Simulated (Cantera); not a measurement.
# Equilibrium for sublimation and decomposition of ceramics: TiC + C + H2

Charge: 1 mol TiC, 0.01 mol C, a varied amount of H2, held at 2575 K and 4.35 Torr.

Equilibrium computed with Cantera from the NASA thermochemical tables; the gas is ideal and each condensed phase is pure. Candidate condensed phases: C, C6H6, C7H8, C8H18, Ti, TiC; 77 gas species. TiC: taken at fixed stoichiometry. The numbers say what is thermodynamically allowed, not how fast it happens.

```tsv
n(H2) (mol)	x H2	x H	x C2H2 (acetylene)	x Ti	x C2H	x C3	x C	n C(graphite)	n TiC(s)
0.05	0.629	0.361	0.00924	0.000720	0.000444	0.000266	7.81e-5	0.00879	1.000
0.077	0.629	0.361	0.00924	0.000720	0.000444	0.000266	7.81e-5	0.00813	1.000
0.12	0.629	0.361	0.00924	0.000720	0.000444	0.000266	7.81e-5	0.00709	1.000
0.18	0.629	0.361	0.00924	0.000720	0.000444	0.000266	7.81e-5	0.00564	1.000
0.28	0.629	0.361	0.00924	0.000720	0.000444	0.000266	7.81e-5	0.00321	1.000
0.44	0.629	0.361	0.00871	0.000742	0.000418	0.000243	7.58e-5	0	1.000
0.67	0.631	0.361	0.00596	0.000899	0.000286	0.000137	6.25e-5	0	0.999
```
x: gas mole fraction; n: condensed amount in mol.

From 0.05 mol H2 to 0.28 mol H2 the condensed part is C(graphite) + TiC(s). From 0.44 mol H2 to 0.67 mol H2 the condensed part is TiC(s). The main Ti-bearing gas is Ti throughout.
